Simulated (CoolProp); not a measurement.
A simple Rankine cycle with cyclopentane: condensing at 290.15 K, boiler at 0.14 MPa, turbine inlet 372.6 K, turbine efficiency 0.9, pump efficiency 0.7, no recuperator. Each further row changes one setting.

Values from CoolProp's reference Helmholtz-energy equation of state, Gedanitz 2015.

```
case                             thermal efficiency (%)  net work (kJ/kg)  heat in (kJ/kg)  turbine exit temperature (K)  volume ratio over the turbine
-------------------------------  ----------------------  ----------------  ---------------  ----------------------------  -----------------------------
as stated                                          10.7              55.6              521                         332.2                           4.17
turbine inlet 392.6 K                              10.7               ___              ___                         352.8                           4.19
condensing temperature 282.15 K                    12.6              67.4              535                         323.1                            ___
boiler pressure 0.098 MPa                           8.3              43.4              522                           ___                           2.98
turbine efficiency 0.8                              9.5              49.4              521                         336.7                           4.23
```

Q: Complete the blanks.

A: 
- turbine inlet 392.6 K, net work (kJ/kg): 59.0
- turbine inlet 392.6 K, heat in (kJ/kg): 553
- condensing temperature 282.15 K, volume ratio over the turbine: 5.75
- boiler pressure 0.098 MPa, turbine exit temperature (K): 341.9
